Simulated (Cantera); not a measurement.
Feed: 1 mol Pb, 21 mol N₂, equilibrated at 1450 K and 270 Pa.

These are equilibrium values from Cantera (NASA tables, ideal gas, pure condensed phases), not measurements of a reactor. Candidate condensed phases: Pb; 4 gas species. The numbers say what is thermodynamically allowed, not how fast it happens.

What is the equilibrium state?


```
Property                              Value
--------------------------------  ---------
x(N₂)                                 0.955
x(Pb)                                0.0455
gas amount                        22.00 mol
log10 activity of Pb(l) (absent)      -2.08
```
